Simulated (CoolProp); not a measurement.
A Linde-Hampson liquefier for normal hydrogen: isothermal reversible compression at 200 K from 1 atm to 25 MPa, throttling to 1 atm, return gas leaving the recuperator 10 K below the feed. Each further row changes one setting.

Model: reference Helmholtz-energy equation of state, Leachman 2009, in CoolProp.

| case | compression work (kJ/kg of gas) |
|---|---|
| as stated | 4700 |
| high pressure 50 MPa | 5450 |
| warm-end temperature 230 K | 5390 |
| warm-end gap 15 K | 4700 |
